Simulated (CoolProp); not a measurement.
A simple Rankine cycle with R152A: condensing at 302.15 K, boiler at 3.46 MPa, turbine inlet 412.4 K, turbine efficiency 0.9, pump efficiency 0.7, no recuperator. Each further row changes one setting.

The numbers come from the reference Helmholtz-energy equation of state, Outcalt 1996 in CoolProp. It is a modified Benedict-Webb-Rubin equation, recast in Helmholtz form.

```
case                             thermal efficiency (%)  net work (kJ/kg)  heat in (kJ/kg)  turbine exit temperature (K)  volume ratio over the turbine
-------------------------------  ----------------------  ----------------  ---------------  ----------------------------  -----------------------------
as stated                                          14.2              52.2              368                             ?                           5.10
turbine inlet 432.4 K                              14.5              58.0                ?                         357.2                           4.97
condensing temperature 294.15 K                    15.7              59.9              382                         325.6                           6.38
boiler pressure 2.42 MPa                           11.8              45.8              387                         355.5                           3.47
turbine efficiency 0.8                             12.5                 ?              368                         339.9                           5.21
```

### Question
What belongs in the gaps?

### Answer

- as stated, turbine exit temperature (K): 334.9
- turbine inlet 432.4 K, heat in (kJ/kg): 401
- turbine efficiency 0.8, net work (kJ/kg): 45.9
